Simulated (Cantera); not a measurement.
Charge: 1 mol Cr2O3, 2 mol H2, at 1648.15 K and 1.00 bar.

These are equilibrium values from Cantera (NASA tables, ideal gas, pure condensed phases), not measurements of a reactor. Candidate condensed phases: Cr, Cr2O3, H2O; 13 gas species. Mutual solubility and eutectic melting of coexisting phases are not modelled. The numbers say what is thermodynamically allowed, not how fast it happens.

Base state: H2 0.997, H2O 0.00301, H 8.90e-5 (mole fractions); condensed: Cr(s) + Cr2O3(s).

What changes in the equilibrium state with this change: temperature from 1648.15 K to 1400 K?


| species | before | after |
|---|---|---|
| H2 | 0.997 | 0.999 |
| H2O | 0.00301 | 0.000610 |
| H | 8.90e-5 | 4.86e-6 |
| Cr(s), mol | 0.00400 | 0.000813 |
| Cr2O3(s), mol | 0.998 | 1.000 |
